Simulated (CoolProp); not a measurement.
Saturation properties of R125.

Model: reference Helmholtz-energy equation of state, Lemmon 2005, in CoolProp.

```
T (K)     p (kPa)  liquid density (kg/m³)  liquid cp (kJ/(kg K))  vapour Z  liquid viscosity (µPa s)
-----  ----------  ----------------------  ---------------------  --------  ------------------------
242.2       219.3                    1450             (withheld)    0.9269                       317
248.6       283.6                    1425                  1.171    0.9128                       289
255         361.3                    1399             (withheld)    0.8970                       263
261.5       455.8                    1372                  1.210    0.8792                       240
267.9       566.0                    1344                  1.233    0.8598                       219
274.3       695.2                    1314                  1.260    0.8383                (withheld)
280.7       845.3              (withheld)                  1.290    0.8145                       183
287.2  (withheld)                    1251                  1.326    0.7880                       166
293.6        1220                    1216                  1.370    0.7591                       151
300          1446                    1178                  1.425    0.7271                       137
306.4        1703                    1137                  1.497    0.6917                       123
```

**Question.** Complete the blanks.

**Answer.** 
- 242.2, liquid cp (kJ/(kg K)): 1.154
- 255, liquid cp (kJ/(kg K)): 1.190
- 274.3, liquid viscosity (µPa s): 200
- 280.7, liquid density (kg/m³): 1284
- 287.2, p (kPa): 1021

It boils at 225.1 K under 1 atm.

Viscosity comes from a separate model (Huber 2006).
